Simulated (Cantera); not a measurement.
What does this Cantera script print?

```python
import numpy as np
import cantera as ct

gas_names = """
    O O2
""".split()
cond_names = """

""".split()


# ... load() reads the species with a 1 bar reference pressure and builds the phases ...
species = {s.name: s for s in load("nasa_gas.yaml", gas_names) + load("nasa_condensed.yaml", cond_names)}
# Each term lists the table entries of one substance; the one whose range holds T is used.
reactions = {
    '2 O(g) = O2(g)':
        [(-2, ['O']), (1, ['O2'])],
}


def pick(names, T):
    return next(species[n] for n in names if species[n].thermo.min_temp <= T <= species[n].thermo.max_temp)


results = []
for label, terms in reactions.items():
    print(label)
    print("     T/K   dH/kJ  dS/(J/K)   dG/kJ   log10 K")
    for T in [300, 1950, 2100, 2250, 2400, 2550, 2700]:
        used = [(nu, pick(names, T)) for nu, names in terms]
        dH = sum(nu * s.thermo.h(T) for nu, s in used) / 1e6
        dS = sum(nu * s.thermo.s(T) for nu, s in used) / 1e3
        dG = dH - T * dS / 1e3
        logK = -dG * 1e6 / (ct.gas_constant * T * np.log(10))
        results.append((label, T, dH, dS, dG, logK, [s.name for _, s in used]))
        print(f"{T:8g} {dH:8.1f} {dS:8.1f} {dG:8.1f} {logK:8.2f}")
```

Output:

```
2 O(g) = O2(g)
     T/K   dH/kJ  dS/(J/K)   dG/kJ   log10 K
     300   -498.4   -117.1   -463.3    80.66
    1950   -510.4   -133.7   -249.8     6.69
    2100   -511.0   -133.9   -229.7     5.71
    2250   -511.5   -134.2   -209.6     4.87
    2400   -511.9   -134.4   -189.5     4.12
    2550   -512.4   -134.5   -169.3     3.47
    2700   -512.7   -134.7   -149.1     2.88
```

Standard-state values (1 bar) from the NASA 1993 polynomials, evaluated with Cantera. Condensed species are held in their standard states even where they would react or evaporate.
